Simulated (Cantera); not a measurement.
Diamond growth

A diamond (100) surface in a fixed gas of H2 with x(CH4) = 0.011, x(CH3) = 1.9e-05, at 1025 K, 0.158 atm; coverages are run to steady state.

Model: the Harris–Goodwin 1993 mechanism for the reconstructed diamond (100) surface, integrated in Cantera.

```csv
x(H),growth (µm/h),θ c6HH,θ c6H*,θ c6*H,θ c6**,θ c6HM
0.0001,0.621,0.593,0.0177,0.339,0.00503,0.0321
0.00023,1.02,0.577,0.0190,0.364,0.00754,0.0230
0.00052,1.36,0.573,0.0198,0.378,0.00944,0.0136
0.0012,1.59,0.573,0.0203,0.387,0.0106,0.00687
0.0027,1.71,0.573,0.0205,0.390,0.0112,0.00328
0.0061,1.76,0.574,0.0207,0.392,0.0115,0.00150
0.014,1.79,0.574,0.0210,0.393,0.0117,0.000666
0.032,1.81,0.574,0.0217,0.392,0.0118,0.000294
0.072,1.84,0.574,0.0230,0.391,0.0121,0.000132
```
θ: site fractions in the mechanism's names (c6HH fully hydrogenated, c6H* and c6*H radical sites, c6** diradical, c6HM methylated).
